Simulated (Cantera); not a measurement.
A closed system holds: 1 mol Fe2O3, 0.016 mol HCl, 0.019 mol O2, at 1323.15 K and 1 atm.

Equilibrium computed with Cantera from the NASA thermochemical tables; the gas is ideal and each condensed phase is pure. Candidate condensed phases: Fe, FeCl2, FeCl3, FeO, Fe(OH)2, Fe(OH)3, Fe2O3, Fe3O4, H2O; 22 gas species. Kinetics and transport are ignored.

Base state: O2 0.529, HCl 0.324, H2O 0.0740, Cl2 0.0615, FeCl3 0.00567, Cl 0.00374, FeCl2 0.00207, ClO 8.68e-5 (mole fractions); condensed: Fe2O3(s).

Task: What changes in the equilibrium state with this change: HCl from 0.016 to 0.056 mol?

Result: 
```json
[
 {"species": "HCl", "before": "0.324", "after": "0.559"},
 {"species": "O2", "before": "0.529", "after": "0.225"},
 {"species": "H2O", "before": "0.0740", "after": "0.111"},
 {"species": "FeCl3", "before": "0.00567", "after": "0.0159"},
 {"species": "Cl2", "before": "0.0615", "after": "0.0797"},
 {"species": "FeCl2", "before": "0.00207", "after": "0.00508"},
 {"species": "ClO", "before": "8.68e-5", "after": "6.45e-5"},
 {"species": "Cl", "before": "0.00374", "after": "0.00426"},
 {"species": "HOCl", "before": "6.30e-5", "after": "7.10e-5"},
 {"species": "Fe2O3(s), mol", "before": "1.000", "after": "0.999"}
]
```
